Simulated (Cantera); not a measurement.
## Premixed flame

A freely propagating, adiabatic, planar premixed flame of 41.6 % H₂, 12.2 % O₂, 46.2 % N₂, equivalence ratio 1.7, unburnt at 525 K and 0.280 bar; multicomponent transport, grid criteria slope 0.08 and curve 0.16, no radiation.

Cantera simulation using the H2/O2 subset of GRI-Mech 3.0, which has no nitrogen chemistry; the numbers are that mechanism's predictions, not measurements. Burning velocities carry a grid error of a few per cent, more on coarse grids.

| z (mm) | T (K) | u (m/s) | x H₂ | x O₂ | x O | x HO₂ | x H₂O₂ | x H₂O |
|---|---|---|---|---|---|---|---|---|
| -6.75 | 525 | 6.08 | 0.416 | 0.122 | <1e-8 | <1e-8 | <1e-8 | <1e-8 |
| -4.50 | 525 | 6.08 | 0.416 | 0.122 | <1e-8 | <1e-8 | <1e-8 | <1e-8 |
| -3.38 | 525 | 6.08 | 0.416 | 0.122 | <1e-8 | <1e-8 | <1e-8 | <1e-8 |
| -2.25 | 525 | 6.08 | 0.416 | 0.122 | <1e-8 | 2.57e-7 | <1e-8 | 1.92e-8 |
| -1.13 | 538 | 6.22 | 0.414 | 0.122 | 9.03e-6 | 0.000111 | 1.90e-6 | 0.000676 |
| -0.563 | 720 | 8.22 | 0.390 | 0.116 | 0.000230 | 6.43e-5 | 3.61e-6 | 0.0159 |
| 0 | 1135 | 12.6 | 0.257 | 0.0710 | 0.00468 | 2.31e-5 | 6.87e-7 | 0.113 |
| 0.563 | 1409 | 15.4 | 0.149 | 0.0125 | 0.00545 | 3.92e-6 | 5.79e-7 | 0.225 |
| 1.13 | 1516 | 16.5 | 0.139 | 0.00426 | 0.00432 | 1.24e-6 | 4.60e-7 | 0.243 |
| 2.25 | 1634 | 17.6 | 0.146 | 0.00294 | 0.00383 | 7.70e-7 | 3.29e-7 | 0.247 |
| 4.50 | 1764 | 18.8 | 0.155 | 0.00226 | 0.00315 | 5.41e-7 | 1.95e-7 | 0.251 |
| 9.00 | 1902 | 20.1 | 0.164 | 0.00154 | 0.00226 | 3.53e-7 | 1.02e-7 | 0.256 |
| 18.0 | 2029 | 21.2 | 0.172 | 0.000917 | 0.00140 | 2.19e-7 | 5.22e-8 | 0.261 |
x: mole fraction of selected species; z is measured from the peak of heat release.

laminar burning velocity: 608 cm/s
thermal thickness: 2.25 mm
peak x(O): 0.00633
peak x(HO₂): 0.000115
peak x(H₂O₂): 4.70e-6
grid points: 139
